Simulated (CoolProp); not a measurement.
Vapour-liquid equilibrium of R134a (1) + R236FA (2) at -67.05 °C; x and y are mole fractions of (1).

Values from CoolProp's multi-fluid Helmholtz-energy mixture model, Tillner-Roth 1994 and Pan 2012; pair parameters Bell 2016.

```json
[
 {"x": "0.05", "bubble pressure (MPa)": "0.002552", "y at the bubble point": "0.196", "dew pressure at overall composition x (MPa)": "0.002248", "liquid density (mol/L)": "10.91"},
 {"x": "0.125", "bubble pressure (MPa)": "0.003134", "y at the bubble point": "___", "dew pressure at overall composition x (MPa)": "0.002395", "liquid density (mol/L)": "11.14"},
 {"x": "0.2", "bubble pressure (MPa)": "0.003710", "y at the bubble point": "0.533", "dew pressure at overall composition x (MPa)": "0.002562", "liquid density (mol/L)": "11.38"},
 {"x": "0.275", "bubble pressure (MPa)": "0.004284", "y at the bubble point": "0.632", "dew pressure at overall composition x (MPa)": "0.002755", "liquid density (mol/L)": "11.63"},
 {"x": "0.35", "bubble pressure (MPa)": "0.004855", "y at the bubble point": "0.709", "dew pressure at overall composition x (MPa)": "0.002978", "liquid density (mol/L)": "11.89"},
 {"x": "0.425", "bubble pressure (MPa)": "0.005427", "y at the bubble point": "___", "dew pressure at overall composition x (MPa)": "0.003241", "liquid density (mol/L)": "12.16"},
 {"x": "0.5", "bubble pressure (MPa)": "0.006000", "y at the bubble point": "0.818", "dew pressure at overall composition x (MPa)": "0.003554", "liquid density (mol/L)": "12.44"},
 {"x": "0.575", "bubble pressure (MPa)": "0.006574", "y at the bubble point": "0.859", "dew pressure at overall composition x (MPa)": "___", "liquid density (mol/L)": "12.74"},
 {"x": "0.65", "bubble pressure (MPa)": "0.007151", "y at the bubble point": "0.893", "dew pressure at overall composition x (MPa)": "0.004403", "liquid density (mol/L)": "13.04"},
 {"x": "0.725", "bubble pressure (MPa)": "0.007730", "y at the bubble point": "0.922", "dew pressure at overall composition x (MPa)": "0.004997", "liquid density (mol/L)": "13.36"},
 {"x": "0.8", "bubble pressure (MPa)": "0.008311", "y at the bubble point": "0.947", "dew pressure at overall composition x (MPa)": "0.005775", "liquid density (mol/L)": "13.69"},
 {"x": "0.875", "bubble pressure (MPa)": "0.008893", "y at the bubble point": "0.969", "dew pressure at overall composition x (MPa)": "0.006836", "liquid density (mol/L)": "14.03"},
 {"x": "0.95", "bubble pressure (MPa)": "0.009476", "y at the bubble point": "0.989", "dew pressure at overall composition x (MPa)": "0.008375", "liquid density (mol/L)": "14.39"}
]
```

### Question
What belongs in the gaps?

### Answer

- 0.125, y at the bubble point: 0.396
- 0.425, y at the bubble point: 0.769
- 0.575, dew pressure at overall composition x (MPa): 0.003934

No azeotrope shows between x = 0.05 and 0.95.

Pair parameters are fitted to limited data, so mixtures are less certain than the pure fluids.
